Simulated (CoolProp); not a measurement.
The numbers come from the reference Helmholtz-energy equation of state, Thol 2012 in CoolProp.

Question: For benzene, give the phase and the cp (kJ/(kg K)), cv (kJ/(kg K)), speed of sound (m/s), Prandtl number at 288.85 °C and 0.792 MPa; 332.35 °C and 0.792 MPa.

Answer: 
- 288.85 °C and 0.792 MPa: gas; cp 2.01, cv 1.87, speed of sound 239, Prandtl number 0.755
- 332.35 °C and 0.792 MPa: gas; cp 2.10, cv 1.97, speed of sound 251, Prandtl number 0.757

Viscosity comes from a separate model (Avgeri 2014). Thermal conductivity comes from a separate model (Assael 2012).
